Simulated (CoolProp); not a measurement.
Carbon dioxide along the isobar 2.27 MPa: density (kg/m³) from the reference equation and from simpler models built on Tc = 31.0 °C, pc = 7.377 MPa, ω = 0.224; each cubic takes its own stable root.

Model: reference Helmholtz-energy equation of state, Span 1996, in CoolProp.

```json
[
 {"T (°C)": "1.85", "phase": "gas", "reference": "52.62"},
 {"T (°C)": "27.45", "phase": "gas", "reference": "45.40"},
 {"T (°C)": "53.05", "phase": "gas", "reference": "40.39"},
 {"T (°C)": "78.75", "phase": "gas", "reference": "36.58"},
 {"T (°C)": "104.35", "phase": "gas", "reference": "33.55"},
 {"T (°C)": "129.95", "phase": "gas", "reference": "31.05"},
 {"T (°C)": "155.65", "phase": "gas", "reference": "28.93"},
 {"T (°C)": "181.25", "phase": "gas", "reference": "27.12"},
 {"T (°C)": "206.95", "phase": "gas", "reference": "25.53"},
 {"T (°C)": "232.55", "phase": "gas", "reference": "24.13"}
]
```

How far does each simpler model (ideal gas, van der Waals, Redlich-Kwong, Peng-Robinson) lie from the reference over these 10 states: mean and median of the absolute difference, and the worst?


- ideal gas: mean 6.3 %, median 4.6 %, worst -17.0 % at 1.85 °C and 2.27 MPa
- van der Waals: mean 1.1 %, median 0.8 %, worst -4.4 % at 1.85 °C and 2.27 MPa
- Redlich-Kwong: mean 0.5 %, median 0.5 %, worst -1.4 % at 1.85 °C and 2.27 MPa
- Peng-Robinson: mean 0.6 %, median 0.6 %, worst +1.1 % at 27.45 °C and 2.27 MPa
